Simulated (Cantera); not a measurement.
A freely propagating, adiabatic, planar premixed flame of H₂ : O₂ : N₂ = 1 : 0.208 : 1.04 (molar parts), unburnt at 425 K and 150 Torr; mixture-averaged transport, grid criteria slope 0.08 and curve 0.16, no radiation.

Cantera simulation using the H2/O2 subset of GRI-Mech 3.0, which has no nitrogen chemistry; the numbers are that mechanism's predictions, not measurements. Burning velocities carry a grid error of a few per cent, more on coarse grids.

### Question
How do the results move with these cheaper or finer settings: unity-Lewis-number transport; multicomponent transport; multicomponent+Soret transport; grid criteria slope 0.5, curve 1; grid criteria slope 0.25, curve 0.5; grid criteria slope 0.03, curve 0.06?

### Answer
```json
[
 {"setting": "as above", "laminar burning velocity": "325 cm/s", "thermal thickness": "3.48 mm", "peak x(H)": "0.0806", "peak x(HO₂)": "9.87e-5", "grid points": "141"},
 {"setting": "unity-Lewis-number transport", "laminar burning velocity": "187 cm/s", "thermal thickness": "3.08 mm", "peak x(H)": "0.0815", "peak x(HO₂)": "7.62e-5", "grid points": "126"},
 {"setting": "multicomponent transport", "laminar burning velocity": "318 cm/s", "thermal thickness": "3.50 mm", "peak x(H)": "0.0803", "peak x(HO₂)": "9.84e-5", "grid points": "141"},
 {"setting": "multicomponent+Soret transport", "laminar burning velocity": "306 cm/s", "thermal thickness": "3.42 mm", "peak x(H)": "0.0794", "peak x(HO₂)": "9.92e-5", "grid points": "141"},
 {"setting": "grid criteria slope 0.5, curve 1", "laminar burning velocity": "348 cm/s", "thermal thickness": "4.72 mm", "peak x(H)": "0.0808", "peak x(HO₂)": "9.39e-5", "grid points": "49"},
 {"setting": "grid criteria slope 0.25, curve 0.5", "laminar burning velocity": "331 cm/s", "thermal thickness": "3.79 mm", "peak x(H)": "0.0802", "peak x(HO₂)": "9.54e-5", "grid points": "75"},
 {"setting": "grid criteria slope 0.03, curve 0.06", "laminar burning velocity": "322 cm/s", "thermal thickness": "3.40 mm", "peak x(H)": "0.0802", "peak x(HO₂)": "9.96e-5", "grid points": "322"}
]
```
Unity Lewis numbers drop preferential diffusion, which matters most where H2 and H carry the flame; Soret adds thermal diffusion.
